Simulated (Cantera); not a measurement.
Cantera with NASA thermochemical tables; ideal gases at 1 bar, condensed phases pure. Values are per mole of reaction as written; species without (g) are pure solids or liquids, kept so even where they would boil at 1 bar.

Between 1400 and 1650 K, where is each reaction favourable under standard conditions?
- H2S(g) + Mg = MgS + H2(g)


- H2S(g) + Mg = MgS + H2(g): ΔG° is -253 kJ at 1400 K and -240 kJ at 1650 K; it stays negative (K > 1). ΔH° is -326 kJ and ΔS° -52 J/K at 1650 K.
